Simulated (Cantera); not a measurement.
An isothermal, constant-pressure homogeneous reactor starts with 2.98 % H₂, 35.9 % O₂, 61.1 % N₂, at 950 K and 20.0 Torr.

Detailed kinetics in Cantera: the H2/O2 subset of GRI-Mech 3.0, which has no nitrogen chemistry. Radical loss at walls, strong at low pressure, is not modelled.

x: mole fraction; the columns are a selection and need not sum to one.

```tsv
t (s)	x H₂	x O₂	x OH	x H₂O	x O	x H₂O₂
6.00e-5	0.0298	0.359	<1e-12	<1e-12	<1e-12	<1e-12
0.000198	0.0298	0.359	1.94e-12	1.64e-12	2.95e-12	<1e-12
0.000653	0.0298	0.359	1.34e-11	3.60e-11	2.95e-11	<1e-12
0.00216	0.0298	0.359	4.54e-10	2.23e-9	1.14e-9	<1e-12
0.00711	0.0297	0.359	(withheld)	(withheld)	(withheld)	(withheld)
0.0235	0.000513	0.348	0.000414	0.0291	0.00197	1.47e-7
0.0775	4.05e-5	0.350	7.41e-5	0.0302	0.000154	7.74e-8
0.256	4.37e-6	0.350	2.22e-5	0.0303	1.46e-5	3.83e-8
0.843	4.23e-7	0.350	8.04e-6	0.0303	1.82e-6	1.44e-8
2.78	3.48e-8	0.350	3.33e-6	0.0303	3.09e-7	4.62e-9
9.18	4.31e-9	0.350	1.55e-6	0.0303	6.74e-8	1.45e-9
30.3	9.24e-10	0.350	7.81e-7	0.0303	1.72e-8	4.58e-10
100	2.38e-10	0.350	(withheld)	0.0303	(withheld)	1.44e-10
```

Problem. Complete the blanks.

Solution. 
- 0.00711, x OH: 1.98e-5
- 0.00711, x H₂O: 0.000102
- 0.00711, x O: 4.90e-5
- 0.00711, x H₂O₂: 1.60e-9
- 100, x OH: 4.10e-7
- 100, x O: 4.75e-9
